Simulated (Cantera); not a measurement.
Input (Python, Cantera) and output of one run.

```python
import numpy as np
import cantera as ct

gas_names = """
    H2S SF4 S2 HF
""".split()
cond_names = """

""".split()


# ... load() reads the species with a 1 bar reference pressure and builds the phases ...
species = {s.name: s for s in load("nasa_gas.yaml", gas_names) + load("nasa_condensed.yaml", cond_names)}
# Each term lists the table entries of one substance; the one whose range holds T is used.
reactions = {
    '4 H2S(g) + 2 SF4(g) = 3 S2(g) + 8 HF(g)':
        [(-4, ['H2S']), (-2, ['SF4']), (3, ['S2']), (8, ['HF'])],
}


def pick(names, T):
    return next(species[n] for n in names if species[n].thermo.min_temp <= T <= species[n].thermo.max_temp)


results = []
for label, terms in reactions.items():
    print(label)
    print("     T/K   dH/kJ  dS/(J/K)   dG/kJ   log10 K")
    for T in [2075, 2100, 2125, 2150, 2175, 2200, 2225, 2250]:
        used = [(nu, pick(names, T)) for nu, names in terms]
        dH = sum(nu * s.thermo.h(T) for nu, s in used) / 1e6
        dS = sum(nu * s.thermo.s(T) for nu, s in used) / 1e3
        dG = dH - T * dS / 1e3
        logK = -dG * 1e6 / (ct.gas_constant * T * np.log(10))
        results.append((label, T, dH, dS, dG, logK, [s.name for _, s in used]))
        print(f"{T:8g} {dH:8.1f} {dS:8.1f} {dG:8.1f} {logK:8.2f}")
```

It prints:

```
4 H2S(g) + 2 SF4(g) = 3 S2(g) + 8 HF(g)
     T/K   dH/kJ  dS/(J/K)   dG/kJ   log10 K
    2075   -238.9    619.5  -1524.3    38.37
    2100   -239.9    619.0  -1539.8    38.30
    2125   -240.9    618.5  -1555.3    38.23
    2150   -241.9    618.1  -1570.7    38.16
    2175   -242.9    617.6  -1586.2    38.09
    2200   -243.9    617.2  -1601.6    38.03
    2225   -244.8    616.7  -1617.0    37.96
    2250   -245.8    616.3  -1632.5    37.90
```

Cantera with NASA thermochemical tables; ideal gases at 1 bar, condensed phases pure. Condensed species are held in their standard states even where they would react or evaporate.
